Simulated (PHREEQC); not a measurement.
Dissolve 0.08 mol HF, 0.00013 mol NaF and 6.3e-05 mol (NH4)2SiF6 per kg of water at 20 °C. Closed to the air; pH follows from the charge balance.

Equilibrium calculation in PHREEQC: ion-association model, phreeqc.dat.

Precipitation was switched off in this run.

Order these F species by the share of F that they hold, largest first: F-, HF2-, HF, SiF6-2.

HF (86 %), F- (8.7 %), HF2- (4.5 %), SiF6-2 (0.47 %)

The pH is 2.10 and the ionic strength 0.00902 mol/kgw. Species that the database lacks are ignored. SiF6-2 is the database's only silicon fluoride.
